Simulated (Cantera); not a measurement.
What does this Cantera script print?

```python
import numpy as np
import cantera as ct

gas_names = [...]  # 62 gases of nasa_gas.yaml made of B, F, H, N, O
cond_names = """
    B(b) B(L) BN(s) B2O3(L) B3O3H3(cr) H2O(s) H2O(L)
""".split()


# ... load() reads the species with a 1 bar reference pressure and builds the phases ...
atoms = {
    'BN': {'B': 1, 'N': 1},
    'NF3': {'N': 1, 'F': 3},
    'H2O': {'H': 2, 'O': 1},
}
top_T = {'BN(s)': 3200}  # K; cautious upper limits of use, not melting points


# ... equilibrate(T, P, feed) seeds the gas with the atoms and calls Mixture.equilibrate('TP', solver="vcs", rtol=1e-11, max_steps=5000) ...
results = []
feed = {'BN': 1, 'NF3': 0.82, 'H2O': 24}  # mol
P = 15000  # Pa
for T in [950, 1025, 1100, 1175, 1250, 1325, 1400]:
    mix = equilibrate(T, P, feed)
    results.append((T, P, feed, dict(zip(mix.species_names, mix.species_moles))))
    x = sorted(zip(gas.X, gas.species_names), reverse=True)
    print(f"T = {T:g} K  P = {P:g} Pa  gas = {mix.phase_moles(0):.4g} mol")
    print("   x: " + "  ".join(f"{s} {v:.3e}" for v, s in x if v > 0.001))
    print("   condensed (mol): " + ("  ".join(f"{mix.phase(i).name} {mix.phase_moles(i):.4g}"
          for i in range(1, mix.n_phases) if mix.phase_moles(i) > 1e-12) or "none"))
```

Output:

```
T = 950 K  P = 15000 Pa  gas = 25.93 mol
   x: H2O 8.587e-01  HF 7.990e-02  N2 3.509e-02  H3B3O6 1.089e-02  H2 1.041e-02  BF3 4.544e-03
   condensed (mol): none
T = 1025 K  P = 15000 Pa  gas = 26 mol
   x: H2O 8.587e-01  HF 8.493e-02  N2 3.500e-02  H2 1.038e-02  H3B3O6 7.589e-03  BF3 2.896e-03
   condensed (mol): B2O3(L) 0.1521
T = 1100 K  P = 15000 Pa  gas = 26.05 mol
   x: H2O 8.586e-01  HF 8.809e-02  N2 3.493e-02  H2 1.036e-02  H3B3O6 5.382e-03  BF3 1.838e-03
   condensed (mol): B2O3(L) 0.2496
T = 1175 K  P = 15000 Pa  gas = 26.1 mol
   x: H2O 8.578e-01  HF 8.976e-02  N2 3.487e-02  H2 1.035e-02  H3B3O6 3.955e-03  HBO2 1.382e-03  BF3 1.180e-03
   condensed (mol): B2O3(L) 0.2991
T = 1250 K  P = 15000 Pa  gas = 26.16 mol
   x: H2O 8.557e-01  HF 9.004e-02  N2 3.479e-02  H2 1.032e-02  HBO2 3.929e-03  H3B3O6 2.991e-03  BOF 1.397e-03
   condensed (mol): B2O3(L) 0.2989
T = 1325 K  P = 15000 Pa  gas = 26.27 mol
   x: H2O 8.504e-01  HF 8.864e-02  N2 3.463e-02  H2 1.028e-02  HBO2 9.838e-03  BOF 3.298e-03  H3B3O6 2.310e-03
   condensed (mol): B2O3(L) 0.2271
T = 1400 K  P = 15000 Pa  gas = 26.5 mol
   x: H2O 8.394e-01  HF 8.490e-02  N2 3.434e-02  HBO2 2.211e-02  H2 1.019e-02  BOF 6.887e-03  H3B3O6 1.808e-03
   condensed (mol): B2O3(L) 0.03776
```

Equilibrium computed with Cantera from the NASA thermochemical tables; the gas is ideal and each condensed phase is pure. Gases not in the tables: H3BO3.
